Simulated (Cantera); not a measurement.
**SiC + Si + H2 (sublimation and decomposition of ceramics)**

Charge: 1 mol SiC, 0.011 mol Si, 0.027 mol H2, held at 750 Torr.

These are equilibrium values from Cantera (NASA tables, ideal gas, pure condensed phases), not measurements of a reactor. Candidate condensed phases: C, C6H6, C7H8, C8H18, Si, SiC; 87 gas species. Mutual solubility and eutectic melting of coexisting phases are not modelled. Gases not in the tables: Si2H6 and higher silanes. Kinetics and transport are ignored.

From 2448 K to 2898 K the condensed part is Si(l) + SiC(s). The main Si-bearing gas is Si throughout.

```json
[
 {"T (K)": "2448", "log p H2": "-0.01", "log p H": "-1.71", "log p Si": "-2.50", "log p Si2C": "-3.40", "log p SiC2": "-4.50", "log p C2H2 (acetylene)": "-3.42", "n Si(l)": "0.0109", "n SiC(s)": "1.000"},
 {"T (K)": "2523", "log p H2": "-0.02", "log p H": "-1.56", "log p Si": "-2.25", "log p Si2C": "-3.07", "log p SiC2": "-4.00", "log p C2H2 (acetylene)": "-3.14", "n Si(l)": "0.0108", "n SiC(s)": "1.000"},
 {"T (K)": "2598", "log p H2": "-0.02", "log p H": "-1.43", "log p Si": "-2.02", "log p Si2C": "-2.76", "log p SiC2": "-3.53", "log p C2H2 (acetylene)": "-2.87", "n Si(l)": "0.0107", "n SiC(s)": "1.000"},
 {"T (K)": "2673", "log p H2": "-0.03", "log p H": "-1.31", "log p Si": "-1.80", "log p Si2C": "-2.46", "log p SiC2": "-3.09", "log p C2H2 (acetylene)": "-2.62", "n Si(l)": "0.0104", "n SiC(s)": "1.000"},
 {"T (K)": "2748", "log p H2": "-0.05", "log p H": "-1.19", "log p Si": "-1.59", "log p Si2C": "-2.19", "log p SiC2": "-2.68", "log p C2H2 (acetylene)": "-2.39", "n Si(l)": "0.0101", "n SiC(s)": "0.999"},
 {"T (K)": "2823", "log p H2": "-0.07", "log p H": "-1.09", "log p Si": "-1.40", "log p Si2C": "-1.93", "log p SiC2": "-2.29", "log p C2H2 (acetylene)": "-2.18", "n Si(l)": "0.00962", "n SiC(s)": "0.999"},
 {"T (K)": "2898", "log p H2": "-0.11", "log p H": "-1.00", "log p Si": "-1.21", "log p Si2C": "-1.68", "log p SiC2": "-1.92", "log p C2H2 (acetylene)": "-1.99", "n Si(l)": "0.00887", "n SiC(s)": "0.998"}
]
```
log p: log10 of the partial pressure in bar; n: condensed amount in mol.
